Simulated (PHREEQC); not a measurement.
NaOH is added in steps, without added water, to 1 kg of water holding 0.0013 mol/kgw KH2PO4, 0.0083 mol/kgw K2HPO4 and 0.22 mol/kgw KCl, at 25 °C. Oxygen is held at 0.21 atm. CO2 from the air is kept out. Solids allowed: Halite, Sylvite. Others were left out.

Base run: PHREEQC, ion-association model, phreeqc.dat. Each further column changes one thing. The table gives PO4-3 (mol/kgw).

| NaOH added (mol) | base | metal-ligand complexes left out | database wateq4f.dat | all activity coefficients set to 1 | Debye-Hückel limiting law |
|---|---|---|---|---|---|
| 0 | 7.61e-7 | 9.60e-7 | 5.73e-7 | 1.81e-7 | 1.13e-6 |
| 0.0006375 | 1.73e-6 | 2.18e-6 | 1.30e-6 | 4.10e-7 | 2.56e-6 |
| 0.001275 | 2.20e-5 | 2.58e-5 | 1.76e-5 | 6.02e-6 | 3.07e-5 |
| 0.001912 | 0.000387 | 0.000404 | ___ | ___ | 0.000495 |
| 0.00255 | 0.000775 | 0.000808 | 0.000693 | ___ | 0.000996 |
| 0.003187 | 0.00115 | ___ | 0.00103 | 0.000415 | 0.00149 |
| 0.003825 | 0.00151 | ___ | 0.00135 | ___ | 0.00197 |
| 0.004463 | 0.00186 | 0.00195 | 0.00167 | ___ | 0.00243 |
| 0.0051 | 0.00220 | 0.00230 | 0.00197 | 0.000805 | 0.00288 |

Fill in the missing entries.


- 0.001912, database wateq4f.dat: 0.000346
- 0.001912, all activity coefficients set to 1: 0.000138
- 0.00255, all activity coefficients set to 1: 0.000278
- 0.003187, metal-ligand complexes left out: 0.00120
- 0.003825, metal-ligand complexes left out: 0.00158
- 0.003825, all activity coefficients set to 1: 0.000548
- 0.004463, all activity coefficients set to 1: 0.000678

 H3PO4, which wateq4f.dat lacks, is added to it with the constant of phreeqc.dat. phreeqc.dat and wateq4f.dat share most of their constants, so their agreement is no independent check. Solids allowed in the column 'database wateq4f.dat': Halite.
